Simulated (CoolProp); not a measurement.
Model: reference Helmholtz-energy equation of state, Lemmon 2006, in CoolProp. It is a short technical equation, of lower accuracy than the large ones.

Task: For isopentane, give the phase and the cp (kJ/(kg K)), cv (kJ/(kg K)), conductivity (mW/(m K)) at 500 K and 1.3 bar; 500 K and 18.5 bar; 500 K and 169 bar.

Result: 
- 500 K and 1.3 bar: gas; cp 2.55, cv 2.43, conductivity 42.3
- 500 K and 18.5 bar: gas; cp 2.72, cv 2.47, conductivity 42.7
- 500 K and 169 bar: supercritical; cp 3.15, cv 2.52, conductivity 73.5

Thermal conductivity comes from a separate model (Vassiliou 2015).
